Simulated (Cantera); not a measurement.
Feed: 1 mol CuO, 4.8 mol C, 0.84 mol N2, equilibrated at 133 Pa.

Equilibrium computed with Cantera from the NASA thermochemical tables; the gas is ideal and each condensed phase is pure. Candidate condensed phases: C, Cu, CuO, Cu2O; 27 gas species. The numbers say what is thermodynamically allowed, not how fast it happens. All values below are at 1800 K.

Base state: CO 0.352, Cu 0.351, N2 0.296, Cu2 0.000582 (mole fractions); condensed: C(graphite).

Problem. What changes in the equilibrium state with this change: C from 4.8 to 0.63 mol?

Solution. 
| species | before | after |
|---|---|---|
| Cu | 0.351 | 0.404 |
| N2 | 0.296 | 0.340 |
| CO2 | 1.24e-8 | 0.150 |
| CO | 0.352 | 0.106 |
| O2 | <1e-9 | 6.39e-5 |
| NO | <1e-9 | 4.76e-5 |
| O | <1e-9 | 2.66e-5 |
| CuO | <1e-9 | 1.56e-5 |
| Cu2 | 0.000582 | 0.000769 |
| C(graphite), mol | 3.80 | 0 |
